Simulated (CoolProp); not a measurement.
Properties of R236FA along the isobar 0.101 MPa.

Computed with CoolProp (reference Helmholtz-energy equation of state, Pan 2012).

| T (°C) | phase | density (kg/m³) | cp (kJ/(kg K)) | expansivity (1/kK) | viscosity (µPa s) | conductivity (mW/(m K)) |
|---|---|---|---|---|---|---|
| -66.85 | liquid | 1636 | 1.167 | 1.678 | ___ | 103 |
| -56.25 | liquid | 1607 | 1.162 | 1.732 | 1050 | 99.1 |
| -45.75 | liquid | 1577 | 1.161 | 1.792 | 835 | 95.4 |
| -35.15 | liquid | ___ | 1.164 | 1.862 | 683 | 91.8 |
| -24.55 | liquid | 1516 | 1.170 | 1.942 | 571 | 88.3 |
| -14.05 | liquid | 1485 | 1.179 | 2.034 | 485 | 84.9 |
| -3.45 | liquid | 1452 | 1.191 | 2.144 | 416 | 81.6 |
| 7.15 | gas | 6.871 | 0.8144 | 4.156 | 10.3 | 11.3 |
| 17.65 | gas | 6.586 | 0.8282 | 3.924 | 10.7 | 12.1 |
| 28.25 | gas | 6.325 | ___ | 3.721 | 11.1 | 12.9 |
| 38.85 | gas | 6.086 | 0.8576 | ___ | 11.5 | 13.7 |

What belongs in the gaps?


- -66.85, viscosity (µPa s): 1370
- -35.15, density (kg/m³): 1547
- 28.25, cp (kJ/(kg K)): 0.8427
- 38.85, expansivity (1/kK): 3.543

Viscosity comes from a separate model (Huber 2003), an estimate that may be off by 10 % or more. Thermal conductivity comes from a separate model (Huber 2003), an estimate that may be off by 10 % or more.
